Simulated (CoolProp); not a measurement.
Saturation properties of nitrogen.

Values from CoolProp's reference Helmholtz-energy equation of state, Span 2000.

| T (°C) | p (kPa) | liquid density (kg/m³) | vapour Z | surface tension (mN/m) | vapour viscosity (µPa s) | liquid conductivity (mW/(m K)) |
|---|---|---|---|---|---|---|
| -192.15 | 152.5 | 789.3 | 0.9424 | 8.06 | 5.73 | (withheld) |
| -188.25 | 226.7 | 770.6 | 0.9239 | 7.20 | 6.05 | 130 |
| -184.35 | 324.8 | 751.2 | (withheld) | 6.37 | 6.38 | 122 |
| -180.45 | 451.1 | 730.8 | 0.8772 | 5.55 | 6.72 | 114 |
| -176.55 | 609.9 | 709.3 | 0.8485 | 4.76 | 7.09 | (withheld) |
| -172.65 | 805.6 | 686.3 | 0.8160 | 3.99 | 7.48 | 99.1 |
| -168.75 | (withheld) | 661.5 | 0.7793 | 3.25 | 7.91 | 91.5 |
| -164.85 | 1326 | 634.3 | 0.7375 | 2.54 | 8.39 | 83.8 |
| -160.95 | 1661 | 603.7 | 0.6895 | 1.87 | 8.96 | 76.1 |
| -157.05 | 2054 | 568.0 | 0.6332 | 1.24 | 9.66 | 68.5 |

### Question
What belongs in the gaps?

### Answer

- -192.15, liquid conductivity (mW/(m K)): 138
- -184.35, vapour Z: 0.9022
- -176.55, liquid conductivity (mW/(m K)): 107
- -168.75, p (kPa): 1043

It boils at -195.8 °C under 1 atm.

Viscosity comes from a separate model (Lemmon 2004). Thermal conductivity comes from a separate model (Lemmon 2004). Surface tension comes from a separate correlation (Mulero 2012).
